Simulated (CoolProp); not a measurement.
Values from CoolProp's reference Helmholtz-energy equation of state, Lemmon 2005. It is a short technical equation, of lower accuracy than the large ones.

For trans-2-butene, give the phase and the cp (kJ/(kg K)), Joule-Thomson coefficient (K/MPa) at 472.7 K and 2.32 bar; 472.7 K and 9.79 bar.


- 472.7 K and 2.32 bar: gas; cp 2.21, Joule-Thomson coefficient 6.75
- 472.7 K and 9.79 bar: gas; cp 2.27, Joule-Thomson coefficient 7.15
